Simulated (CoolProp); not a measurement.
Model: reference Helmholtz-energy equation of state, Fiedler 2023, in CoolProp.

### Question
For tetrahydrofuran, give the phase and the density (kg/m³), isothermal compressibility (1/MPa), fugacity coefficient at 270.75 °C and 2.04 MPa.

### Answer
- 270.75 °C and 2.04 MPa: gas; density 38.0, isothermal compressibility 0.584, fugacity coefficient 0.874
